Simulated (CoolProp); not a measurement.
Vapour-liquid equilibrium of p-xylene (1) + n-nonane (2) at 0.507 MPa; x and y are mole fractions of (1).

Computed with CoolProp (multi-fluid Helmholtz-energy mixture model, Zhou 2012 and Lemmon 2006; pair parameters Bell 2016).

```
x      bubble temperature, mixture model (K)  bubble temperature, Raoult's law (K)  y, mixture model  y, Raoult's law
-----  -------------------------------------  ------------------------------------  ----------------  ---------------
0.05                                   496.4                                 496.5             0.061            0.063
0.125                                  495.2                                 495.4             0.150            0.154
0.2                                    494.1                                 494.3             0.235            0.241
0.275                                      …                                 493.3             0.317            0.326
0.35                                   492.0                                 492.3             0.396            0.407
0.425                                  491.0                                 491.2             0.473            0.485
0.5                                    490.0                                 490.2                 …            0.561
0.575                                  489.1                                 489.3             0.621            0.634
0.65                                   488.1                                 488.3             0.692            0.704
0.725                                  487.2                                 487.3             0.762            0.772
0.8                                    486.3                                 486.4                 …            0.837
0.875                                  485.4                                 485.5             0.895            0.900
0.95                                   484.5                                 484.6             0.959            0.961
```

Question: What belongs in the gaps?

Answer: 
- 0.275, bubble temperature, mixture model (K): 493.0
- 0.5, y, mixture model: 0.548
- 0.8, y, mixture model: 0.829

The largest gap from Raoult's law is -0.3 K in bubble temperature, at x = 0.275. No azeotrope shows between x = 0.05 and 0.95.

The pair parameters rest on a limited set of measurements; away from them the model extrapolates.
